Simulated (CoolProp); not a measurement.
Saturated liquid density (kg/m³) of hexamethyldisiloxane (MM): the reference equation beside estimates from Tc = 518.7 K, pc = 1931 kPa, ω = 0.418. Rackett uses Z = 0.29056 − 0.08775 ω.

Values from CoolProp's reference Helmholtz-energy equation of state, Thol 2016.

```csv
T (K),reference,Rackett,van der Waals,Redlich-Kwong,Soave-Redlich-Kwong,Peng-Robinson
309,748.0,825.3,449.5,662.0,696.9,785.5
318.5,737.8,813.8,443.9,652.3,688.4,776.4
328,727.4,802.2,438.1,642.2,(withheld),766.9
337.6,716.8,790.2,432.0,631.7,670.1,(withheld)
347.1,706.0,778.0,425.8,620.8,660.3,746.2
356.6,695.1,765.6,419.5,609.6,650.0,735.0
366.1,683.9,752.8,412.9,(withheld),639.1,723.1
375.6,672.5,(withheld),406.1,585.8,627.6,710.5
385.1,660.8,726.2,399.0,573.1,(withheld),697.2
394.6,648.7,712.2,391.6,559.9,602.6,683.0
```

Question: Fill in the missing entries.

Answer: 
- 328, Soave-Redlich-Kwong: 679.5
- 337.6, Peng-Robinson: 756.8
- 366.1, Redlich-Kwong: 597.9
- 375.6, Rackett: 739.7
- 385.1, Soave-Redlich-Kwong: 615.5

Absolute difference from the reference over all 10 rows, mean and median: Rackett 10.1 and 10.2 %, van der Waals 39.7 and 39.7 %, Redlich-Kwong 12.3 and 12.2 %, Soave-Redlich-Kwong 6.7 and 6.6 %, Peng-Robinson 5.5 and 5.5 %.
